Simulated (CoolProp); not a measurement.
Properties of hydrogen chloride along the isotherm 613.3 K.

Model: reference Helmholtz-energy equation of state, Thol 2018, in CoolProp.

| p (MPa) | phase | density (kg/m³) | isothermal compressibility (1/MPa) |
|---|---|---|---|
| 6.4 | gas | 47.15 | 0.1603 |
| 12.8 | supercritical | 96.42 | 0.08098 |
| 19.2 | supercritical | 146.7 | 0.05372 |
| 25.6 | supercritical | 197.0 | 0.03961 |
| 32 | supercritical | 246.3 | 0.03086 |
| 38.4 | supercritical | 294.1 | 0.02483 |
| 44.8 | supercritical | 339.6 | 0.02037 |
| 51.2 | supercritical | 382.5 | 0.01694 |
| 57.6 | supercritical | 422.5 | 0.01423 |
| 64 | supercritical | 459.5 | 0.01208 |
| 70.3 | supercritical | 493.1 | 0.01037 |
| 76.7 | supercritical | 524.5 | 0.008973 |
| 83.1 | supercritical | 553.4 | 0.007833 |
